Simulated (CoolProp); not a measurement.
A simple Rankine cycle with R245fa: condensing at 317.15 K, boiler at 1.02 MPa, turbine inlet 403.9 K, turbine efficiency 0.65, pump efficiency 0.7, no recuperator. Each further row changes one setting.

Values from CoolProp's reference Helmholtz-energy equation of state, Akasaka 2015.

| case | thermal efficiency (%) | net work (kJ/kg) | heat in (kJ/kg) | turbine exit temperature (K) | volume ratio over the turbine |
|---|---|---|---|---|---|
| as stated | ? | 17.4 | 258 | ? | 3.67 |
| turbine inlet 423.9 K | 6.6 | 18.7 | 281 | ? | ? |
| condensing temperature 309.15 K | 7.8 | 21.0 | 268 | 373.4 | 4.76 |
| boiler pressure 0.714 MPa | ? | 13.1 | 262 | 386.2 | 2.52 |
| turbine efficiency 0.55 | 5.7 | 14.6 | 258 | 380.6 | 3.70 |

Task: Fill in the missing entries.

Result: 
- as stated, thermal efficiency (%): 6.7
- as stated, turbine exit temperature (K): 377.9
- turbine inlet 423.9 K, turbine exit temperature (K): 398.7
- turbine inlet 423.9 K, volume ratio over the turbine: 3.62
- boiler pressure 0.714 MPa, thermal efficiency (%): 5.0
